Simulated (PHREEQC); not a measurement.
A solution holds 87 mmol/kgw Cu(NO3)2, at 15 °C. Closed to the air; pH follows from the charge balance.

The numbers come from PHREEQC with the ion-association model, phreeqc.dat.

No solid was allowed to form.

**Question.** Estimate the pH, specific conductance, density.

**Answer.** pH 4.38; specific conductance 12000 µS/cm; density 1.013 g/cm³.
